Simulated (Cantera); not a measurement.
What does this Cantera script print?

```python
import numpy as np
import cantera as ct

gas = ct.Solution("SiF4_NH3_mec.yaml", "gas")
gas.TPX = 1700, 13332, {'NH3': 1, 'N2': 0.64}
reactor = ct.IdealGasConstPressureReactor(gas, energy="off", clone=False)
net = ct.ReactorNet([reactor])
net.rtol, net.atol = 1e-08, 1e-18
show = ['NH3', 'NH', 'N', 'N2', 'N2H4', 'H2']
times = np.geomspace(2e-06, 300, 14)

steps = ct.SolutionArray(gas, extra=["t"])
rows = []
print(f"{'t/s':>10s}{'T/K':>9s}{'P/Pa':>11s}" + "".join(f"{s:>11s}" for s in show))
for t in times:
    while net.time < t:
        t_next = net.step()
        steps.append(gas.state, t=t_next)
    rows.append([np.interp(t, steps.t, y) for y in (steps.T, steps.P, *steps(*show).X.T)])
    print(f"{t:10.3e}{rows[-1][0]:9.1f}{rows[-1][1]:11.4g}" + "".join(f"{x:11.3e}" for x in rows[-1][2:]))
rate = np.gradient(steps.T, steps.t)
print("integrator steps:", len(steps.t))
if steps.T.max() > steps.T[0] + 200:
    print(f"time of steepest temperature rise: {steps.t[rate.argmax()]:.4e} s")
gas.TPX = 1700, 13332, {'NH3': 1, 'N2': 0.64}
gas.equilibrate("TP")
print(f"equilibrium (TP): T = {gas.T:.1f} K  " + "  ".join(f"{s} {gas[s].X[0]:.3e}" for s in show))
```

It prints:

```
       t/s      T/K       P/Pa        NH3         NH          N         N2       N2H4         H2
 2.000e-06   1700.0  1.333e+04  6.098e-01  1.587e-14  1.170e-20  3.902e-01  2.760e-16  2.001e-08
 8.511e-06   1700.0  1.333e+04  6.098e-01  5.353e-13  2.471e-18  3.902e-01  2.712e-14  1.353e-07
 3.622e-05   1700.0  1.333e+04  6.098e-01  1.379e-11  2.759e-16  3.902e-01  1.271e-12  6.379e-07
 1.541e-04   1700.0  1.333e+04  6.097e-01  4.411e-10  3.537e-14  3.902e-01  3.149e-11  2.778e-06
 6.558e-04   1700.0  1.333e+04  6.097e-01  1.361e-08  4.164e-12  3.902e-01  6.119e-10  1.203e-05
 2.790e-03   1700.0  1.333e+04  6.096e-01  2.074e-07  9.243e-11  3.902e-01  1.057e-08  6.461e-05
 1.187e-02   1700.0  1.333e+04  6.088e-01  7.459e-07  8.474e-10  3.902e-01  5.429e-08  7.457e-04
 5.053e-02   1700.0  1.333e+04  6.046e-01  8.414e-07  3.612e-09  3.905e-01  5.483e-08  4.636e-03
 2.150e-01   1700.0  1.333e+04  5.872e-01  1.032e-06  1.433e-08  3.917e-01  4.936e-08  2.087e-02
 9.150e-01   1700.0  1.333e+04  5.205e-01  1.241e-06  3.676e-08  3.963e-01  3.839e-08  8.302e-02
 3.893e+00   1700.0  1.333e+04  3.331e-01  1.178e-06  5.283e-08  4.091e-01  1.995e-08  2.577e-01
 1.657e+01   1700.0  1.333e+04  9.030e-02  7.200e-07  5.154e-08  4.256e-01  3.141e-09  4.839e-01
 7.050e+01   1700.0  1.333e+04  6.127e-03  1.786e-07  2.482e-08  4.313e-01  5.191e-11  5.623e-01
 3.000e+02   1700.0  1.333e+04  5.043e-04  2.164e-08  3.655e-09  4.317e-01  5.159e-13  5.675e-01
integrator steps: 1591
equilibrium (TP): T = 1700.0 K  NH3 1.351e-06  NH 5.866e-11  N 9.968e-12  N2 4.318e-01  N2H4 3.791e-18  H2 5.679e-01
```

Model: the gas-phase N/H chemistry of the illustrative SiF4/NH3 mechanism in the Surface Chemkin manual (1991), integrated in Cantera. Walls and surfaces, which speed up NH3 decomposition in real reactors, are not modelled.
